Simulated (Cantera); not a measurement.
Charge: 1 mol B, 2 mol N2, equilibrated at 700 °C and 7.50 Torr.

Method: chemical equilibrium by Gibbs-energy minimisation in Cantera with the NASA 1993 tables (ideal gas, pure condensed phases). Candidate condensed phases: B, BN; 5 gas species. N2 is the only nitrogen source here; it is nearly inert below about 1500 K, so the nitride shown seldom forms there in practice. Equilibrium is a limit: real reactors are often held back by kinetics, nucleation or transport.

Problem. What is the equilibrium state?

Solution. 
```
Item                                 Value
-------------------------------  ---------
x(N2)                                 1.00
n(BN(s))                          1.00 mol
gas amount                       1.500 mol
log10 activity of B(s) (absent)      -7.86
```
